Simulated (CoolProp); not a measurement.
Properties of R365MFC at several states.

Computed with CoolProp (reference Helmholtz-energy equation of state, Lemmon 2016).

```tsv
T (K)	p (MPa)	phase	density (kg/m³)	cp (kJ/(kg K))	speed of sound (m/s)	expansivity (1/kK)
312	0.111	liquid	1227	[?]	674.4	1.810
470.7	15.2	supercritical	[?]	1.676	[?]	2.796
347.4	0.202	gas	11.05	1.121	135.4	3.687
495.1	17.2	supercritical	[?]	1.701	[?]	2.845
313.4	0.0989	gas	[?]	[?]	131.2	3.800
```

Some entries are withheld; supply them.


- 312, cp (kJ/(kg K)): 1.405
- 470.7, density (kg/m³): 922.9
- 470.7, speed of sound (m/s): 365.7
- 495.1, density (kg/m³): 881.1
- 495.1, speed of sound (m/s): 346.9
- 313.4, density (kg/m³): 5.882
- 313.4, cp (kJ/(kg K)): 1.043
